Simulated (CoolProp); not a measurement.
Aqueous propylene glycol as a coolant, 12 % by mass, freezing at -3.6 °C, 1 atm.

The numbers come from the Melinder's fits for secondary coolants in CoolProp.

```
T (°C)  density (kg/m³)  conductivity (W/(m K))  cp (kJ/(kg K))  Prandtl number
------  ---------------  ----------------------  --------------  --------------
4.3                1011                   0.512           4.038             [?]
13                  [?]                   0.524           4.048            14.6
21.7               1007                   0.535           4.059             [?]
30.3               1005                   0.546           4.071            8.70
39                 1001                     [?]           4.085            7.01
```

Q: What belongs in the gaps?

A: 
- 4.3, Prandtl number: 20.1
- 13, density (kg/m³): 1010
- 21.7, Prandtl number: 11.1
- 39, conductivity (W/(m K)): 0.556
